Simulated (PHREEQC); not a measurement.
# Buffer

Make-up at 31 °C: 0.001 mol NaHCO3, 0.002 mol NaF and 0.00047 mol LiCl per kg of water. Closed to the air; pH follows from the charge balance.

The numbers come from PHREEQC with the ion-association model, wateq4f.dat.

- pH: 8.19
- ionic strength: 0.00347 mol/kgw
- total alkalinity: 1.00 meq/kg

```csv
species,molality,activity,log γ
Na+,0.00299,0.00281,-0.028
F-,0.00200,0.00187,-0.028
HCO3-,0.000976,0.000916,-0.027
Cl-,0.000470,0.000440,-0.028
Li+,0.000470,0.000441,-0.027
CO2,1.26e-5,1.26e-5,0.000
```

This is a speciation only: nothing precipitates in the calculation. Species that the database lacks are ignored.
